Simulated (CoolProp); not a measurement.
Values from CoolProp's reference Helmholtz-energy equation of state, Outcalt 1996. It is a modified Benedict-Webb-Rubin equation, recast in Helmholtz form.

**Question.** For R152A, give the phase and the cp (kJ/(kg K)), viscosity (µPa s), conductivity (mW/(m K)) at 419.5 K and 0.101 MPa.

**Answer.** 
- 419.5 K and 0.101 MPa: gas; cp 1.30, viscosity 15.6, conductivity 25.9

Viscosity comes from a separate model (Bell 2016), an estimate that may be off by 10 % or more. Thermal conductivity comes from a separate model (Krauss 1996).
